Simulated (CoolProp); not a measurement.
Computed with CoolProp (reference Helmholtz-energy equation of state, Gao 2016).

Task: For sulfur dioxide, give the phase and the cv (kJ/(kg K)), speed of sound (m/s), isothermal compressibility (1/MPa), expansivity (1/kK) at 251.85 °C and 69.2 bar; 251.85 °C and 117 bar.

Result: 
- 251.85 °C and 69.2 bar: gas; cv 0.659, speed of sound 265, isothermal compressibility 0.173, expansivity 3.48
- 251.85 °C and 117 bar: supercritical; cv 0.700, speed of sound 255, isothermal compressibility 0.118, expansivity 5.45
